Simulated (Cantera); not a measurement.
A Cantera script and what it prints.

```python
import numpy as np
import cantera as ct

gas_names = """
    AL ALH ALN AL2 H H2 N NH NH2 NH3 N2 N2H2 N2H4
""".split()
cond_names = """
    AL(cr) AL(L) ALN(s)
""".split()


# ... load() reads the species with a 1 bar reference pressure and builds the phases ...
atoms = {
    'Al': {'AL': 1},
    'NH3': {'N': 1, 'H': 3},
    'H2': {'H': 2},
}
top_T = {'ALN(s)': 2750}  # K; cautious upper limits of use, not melting points


# ... equilibrate(T, P, feed) seeds the gas with the atoms and calls Mixture.equilibrate('TP', solver="vcs", rtol=1e-11, max_steps=5000) ...
results = []
feed = {'Al': 1, 'NH3': 480, 'H2': 260}  # mol
P = 140  # Pa
for T in [800, 900, 1000, 1100, 1200, 1300, 1400, 1500, 1600, 1700, 1800]:
    mix = equilibrate(T, P, feed)
    results.append((T, P, feed, dict(zip(mix.species_names, mix.species_moles))))

top = {s: max(r[3][s] / sum(r[3][g] for g in gas_names) for r in results) for s in gas_names}
cols = sorted((s for s in top if top[s] > 1e-05), key=lambda s: -top[s])[:7]
seen = [c for c in cond_names if any(r[3].get(c, 0) > 1e-12 for r in results)]
print("log10 of partial pressures in bar; condensed amounts in mol")
print(f"{'T/K':>10s}" + "".join(f"{s[:9]:>10s}" for s in cols + seen))
for T, P, feed, n in results:
    ng = sum(n[g] for g in gas_names)
    print(f"{T:10.4g}" + "".join(f"{np.log10(max(n[s] / ng * P / 1e5, 1e-99)):10.3f}" for s in cols)
          + "".join(f"{n.get(c, 0):10.4g}" for c in seen))
```

Output:

```
log10 of partial pressures in bar; condensed amounts in mol
       T/K        H2        N2         H        AL       ALH    ALN(s)
       800    -2.949    -3.561   -13.013   -27.990   -27.169         1
       900    -2.949    -3.561   -11.407   -23.314   -23.018         1
      1000    -2.949    -3.561   -10.118   -19.579   -19.704         1
      1100    -2.949    -3.561    -9.062   -16.528   -16.999         1
      1200    -2.949    -3.561    -8.179   -13.991   -14.750         1
      1300    -2.949    -3.561    -7.431   -11.848   -12.850         1
      1400    -2.949    -3.561    -6.787   -10.014   -11.226    0.9999
      1500    -2.949    -3.561    -6.229    -8.428    -9.821    0.9966
      1600    -2.950    -3.561    -5.739    -7.043    -8.595    0.9189
      1700    -2.951    -3.561    -5.307    -5.950    -7.643         0
      1800    -2.954    -3.562    -4.923    -5.949    -7.768         0
```

Equilibrium computed with Cantera from the NASA thermochemical tables; the gas is ideal and each condensed phase is pure.
